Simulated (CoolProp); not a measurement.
R141b along the isotherm 226.85 °C: density (kg/m³) from the reference equation and from simpler models built on Tc = 204.4 °C, pc = 4.212 MPa, ω = 0.220; each cubic takes its own stable root.

Computed with CoolProp (reference Helmholtz-energy equation of state, Lemmon 2006). It is a short technical equation, of lower accuracy than the large ones.

```json
[
 {"p (MPa)": "0.02", "phase": "gas", "reference": "0.5634", "ideal gas": "0.5626", "Redlich-Kwong": "0.5634", "Peng-Robinson": "0.5635"},
 {"p (MPa)": "0.0455", "phase": "gas", "reference": "1.284", "ideal gas": "1.280", "Redlich-Kwong": "1.284", "Peng-Robinson": "1.285"},
 {"p (MPa)": "0.103", "phase": "gas", "reference": "2.918", "ideal gas": "2.898", "Redlich-Kwong": "2.919", "Peng-Robinson": "2.921"},
 {"p (MPa)": "0.235", "phase": "gas", "reference": "6.717", "ideal gas": "6.611", "Redlich-Kwong": "6.724", "Peng-Robinson": "6.736"},
 {"p (MPa)": "0.536", "phase": "gas", "reference": "15.65", "ideal gas": "15.08", "Redlich-Kwong": "15.69", "Peng-Robinson": "15.75"},
 {"p (MPa)": "1.22", "phase": "gas", "reference": "…", "ideal gas": "34.32", "Redlich-Kwong": "37.77", "Peng-Robinson": "38.11"},
 {"p (MPa)": "2.78", "phase": "gas", "reference": "100.4", "ideal gas": "…", "Redlich-Kwong": "101.3", "Peng-Robinson": "…"},
 {"p (MPa)": "6.32", "phase": "supercritical", "reference": "579.3", "ideal gas": "…", "Redlich-Kwong": "517.5", "Peng-Robinson": "527.9"}
]
```

**Question.** Complete the blanks.

**Answer.** 
- 1.22, reference: 37.57
- 2.78, ideal gas: 78.21
- 2.78, Peng-Robinson: 103.4
- 6.32, ideal gas: 177.8
